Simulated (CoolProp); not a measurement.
Saturation properties of dodecamethylcyclohexasiloxane (D6) (Tc = 372.6 °C, pc = 0.9614 MPa, ω = 0.736).

Values from CoolProp's reference Helmholtz-energy equation of state, Colonna 2008. It is a short technical equation, of lower accuracy than the large ones.

```tsv
T (°C)	p (MPa)	liquid density (kg/m³)	vapour density (kg/m³)	enthalpy of vaporisation (kJ/kg)	surface tension (mN/m)
174.25	0.01522	798.5	1.861	118.5	7.78
189.05	0.02411	780.2	2.881	114.7	6.87
203.85	0.03678	761.3	…	110.8	6.01
218.65	0.05431	741.8	6.281	106.7	5.19
233.45	0.07790	721.4	8.930	102.5	4.42
248.25	0.1089	700.1	12.45	98.03	3.70
263.05	…	677.5	17.10	93.25	…
277.85	0.1999	653.3	23.22	88.05	2.40
292.65	0.2636	626.9	…	…	1.83
```

Question: What belongs in the gaps?

Answer: 
- 203.85, vapour density (kg/m³): 4.314
- 263.05, p (MPa): 0.1490
- 263.05, surface tension (mN/m): 3.02
- 292.65, vapour density (kg/m³): 31.30
- 292.65, enthalpy of vaporisation (kJ/kg): 82.30

It boils at 245.0 °C under 1 atm.

Surface tension comes from a separate correlation (Mulero 2014).
